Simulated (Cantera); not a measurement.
Feed: 1 mol S, 0.036 mol SO2, at 2173.15 K and 1.50e7 Pa.

Equilibrium computed with Cantera from the NASA thermochemical tables; the gas is ideal and each condensed phase is pure. Candidate condensed phases: S; 10 gas species. The ideal-gas law is rough above about 30 bar. Equilibrium is a limit: real reactors are often held back by kinetics, nucleation or transport.

### Question
What is the equilibrium state?

### Answer
- x(S2): 0.911
- x(SO2): 0.0464
- x(S2O): 0.0316
- x(SO): 0.0105
- x(S): 0.000704
- gas amount: 0.5334 mol
- log10 activity of S(l) (absent): -0.59
